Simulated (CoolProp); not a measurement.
Vapour-liquid equilibrium of R124 (1) + R142b (2) at 0.744 MPa; x and y are mole fractions of (1).

The numbers come from the multi-fluid Helmholtz-energy mixture model, de Vries 1995 and Lemmon 2006; pair parameters Bell 2016 in CoolProp.

| x | bubble temperature, mixture model (K) | bubble temperature, Raoult's law (K) | y, mixture model | y, Raoult's law |
|---|---|---|---|---|
| 0.05 | 326.3 | 326.3 | 0.054 | 0.056 |
| 0.2 | 325.8 | 325.5 | 0.213 | 0.221 |
| 0.35 | 325.2 | 324.7 | (withheld) | 0.380 |
| 0.5 | (withheld) | 323.9 | (withheld) | 0.532 |
| 0.65 | 323.8 | 323.2 | (withheld) | 0.679 |
| 0.8 | 322.9 | 322.5 | 0.820 | 0.820 |
| 0.95 | 321.9 | 321.8 | 0.957 | 0.956 |

Problem. What belongs in the gaps?

Solution. 
- 0.35, y, mixture model: 0.369
- 0.5, bubble temperature, mixture model (K): 324.5
- 0.5, y, mixture model: 0.523
- 0.65, y, mixture model: 0.674

The largest gap from Raoult's law is +0.6 K in bubble temperature, at x = 0.65. No azeotrope shows between x = 0.05 and 0.95.

Pair parameters are fitted to limited data, so mixtures are less certain than the pure fluids.
